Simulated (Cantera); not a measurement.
Input (Python, Cantera) and output of one run.

```python
import numpy as np
import cantera as ct

gas_names = """
    Fe FeO Fe(OH)2 H HO2 H2 H2O H2O2 O OH O2 O3
""".split()
cond_names = """
    Fe(a) Fe(c) Fe(d) Fe(L) FeO(s) FeO(L) Fe(OH)2(s) Fe(OH)3(s) Fe2O3(s) Fe3O4(s) H2O(s) H2O(L)
""".split()


# ... load() reads the species with a 1 bar reference pressure and builds the phases ...
atoms = {
    'Fe3O4': {'Fe': 3, 'O': 4},
    'H2': {'H': 2},
    'H2O': {'H': 2, 'O': 1},
}
top_T = {'Fe2O3(s)': 1830, 'Fe3O4(s)': 1870}  # K; cautious upper limits of use, not melting points


# ... equilibrate(T, P, feed) seeds the gas with the atoms and calls Mixture.equilibrate('TP', solver="vcs", rtol=1e-11, max_steps=5000) ...
results = []
feed = {'Fe3O4': 1, 'H2': 27, 'H2O': 2.1}  # mol
P = 1200  # Pa
for T in [1023, 1073, 1123, 1173, 1223, 1273, 1323, 1373]:
    mix = equilibrate(T, P, feed)
    results.append((T, P, feed, dict(zip(mix.species_names, mix.species_moles))))

top = {s: max(r[3][s] / sum(r[3][g] for g in gas_names) for r in results) for s in gas_names}
cols = sorted((s for s in top if top[s] > 0.001), key=lambda s: -top[s])[:9]
seen = [c for c in cond_names if any(r[3].get(c, 0) > 1e-12 for r in results)]
print("log10 of partial pressures in bar; condensed amounts in mol")
print(f"{'T/K':>10s}" + "".join(f"{s[:9]:>10s}" for s in cols + seen))
for T, P, feed, n in results:
    ng = sum(n[g] for g in gas_names)
    print(f"{T:10.4g}" + "".join(f"{np.log10(max(n[s] / ng * P / 1e5, 1e-99)):10.3f}" for s in cols)
          + "".join(f"{n.get(c, 0):10.4g}" for c in seen))
```

It prints:

```
log10 of partial pressures in bar; condensed amounts in mol
       T/K        H2       H2O     Fe(a)     Fe(c)    FeO(s)
      1023    -1.996    -2.720     1.516         0     1.484
      1073    -2.005    -2.677     2.001         0    0.9989
      1123    -2.013    -2.637     2.492         0    0.5083
      1173    -2.022    -2.602     2.963         0   0.03667
      1223    -2.023    -2.599         0         3         0
      1273    -2.023    -2.599         0         3         0
      1323    -2.023    -2.599         0         3         0
      1373    -2.023    -2.599         0         3         0
```

Method: chemical equilibrium by Gibbs-energy minimisation in Cantera with the NASA 1993 tables (ideal gas, pure condensed phases). Mutual solubility and eutectic melting of coexisting phases are not modelled. The tables' stoichiometric FeO is somewhat more stable than real wüstite, so its field is too wide. FeO: taken at fixed stoichiometry.
